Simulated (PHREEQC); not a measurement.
0.06 g of hydrous ferric oxide (600 m²/g; 0.2 weak and 0.005 strong sites per Fe, Dzombak-Morel constants, diffuse double layer) in 1 kg of water with 0.3 mol/kgw of an inert sodium salt and 0.00025 mol MgCl2, at 25 °C; the pH is set by adding NaOH or the inert anion's acid. Oxygen alone is held at its pressure in air (log pO2 = -0.68). No CO2 enters from the air. Nothing may precipitate in this run.

Equilibrium calculation in PHREEQC: ion-association model, wateq4f.dat.

```
pH   Mg sorbed (%)  surface charge σ (C/m²)  surface potential ψ (mV)
---  -------------  -----------------------  ------------------------
4              0.0                    0.349                       123
4.5            0.0                    0.318                       118
5              0.0                    0.269                       110
5.5            0.0                    0.210                        98
6              0.0                    0.154                        83
6.5            0.0                    0.106                        65
7              0.1                    0.067                        47
7.5            0.9                    0.036                        27
8              4.5                    0.015                        12
8.5           12.4                    0.006                         5
9             20.2                    0.004                         3
9.5           24.8                    0.003                         2
10            26.7                    0.002                         2
```
